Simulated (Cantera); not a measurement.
# Hydrocarbon pyrolysis for carbon deposition

An isothermal, constant-pressure homogeneous reactor starts with C3H8 : H2 = 1 : 1.2 (molar parts), at 1875 K and 48.0 Torr.

Computed with Cantera and GRI-Mech 3.0 (53 species, 325 reactions). GRI-Mech 3.0 was tuned for natural gas; its chemistry of propane as a main component is partial and can be far from experiment. GRI-Mech 3.0 stops at C3 and has no aromatics, soot or wall deposition, so with more carbon than oxygen in the feed, carbon stays in small species such as C2H2 where larger ones or solid carbon would form.

```csv
t (s),x C3H8,x H2,x CH2,x C2H,x CH3,x C2H4,x C2H2
2.00e-6,0.420,0.535,5.46e-6,1.36e-11,0.0189,0.00445,1.49e-6
6.75e-6,0.318,0.507,8.03e-5,5.68e-9,0.0652,0.0440,0.000173
2.28e-5,0.0678,0.433,0.000178,1.87e-6,0.116,0.186,0.0144
7.70e-5,9.60e-5,0.486,6.34e-5,1.48e-5,0.0375,0.130,0.134
0.000260,1.04e-6,0.547,1.63e-5,8.39e-6,0.0116,0.0507,0.209
0.000877,1.84e-7,0.581,7.23e-6,5.89e-6,0.00609,0.0120,0.245
0.00296,8.53e-8,0.613,6.32e-6,6.46e-6,0.00484,0.00273,0.260
0.0100,1.54e-8,0.659,4.73e-6,7.41e-6,0.00284,0.000931,0.273
0.0338,8.11e-10,0.692,2.74e-6,8.92e-6,0.00112,0.000282,0.283
0.114,1.76e-11,0.705,1.05e-6,1.02e-5,0.000319,0.000191,0.287
0.385,<1e-12,0.708,3.29e-7,1.05e-5,9.11e-5,0.000185,0.288
1.30,<1e-12,0.709,1.67e-7,1.06e-5,4.53e-5,0.000184,0.288
4.39,<1e-12,0.709,1.59e-7,1.06e-5,4.30e-5,0.000184,0.288
14.8,<1e-12,0.709,1.59e-7,1.06e-5,4.30e-5,0.000184,0.288
50.0,<1e-12,0.709,1.59e-7,1.06e-5,4.30e-5,0.000184,0.288
```
x: mole fraction; the columns are a selection and need not sum to one.

Equilibrium at this temperature and pressure: C3H8 <1e-12, H2 0.709, CH2 1.59e-7, C2H 1.06e-5, CH3 4.30e-5, C2H4 0.000184, C2H2 0.288 (gas phase only).
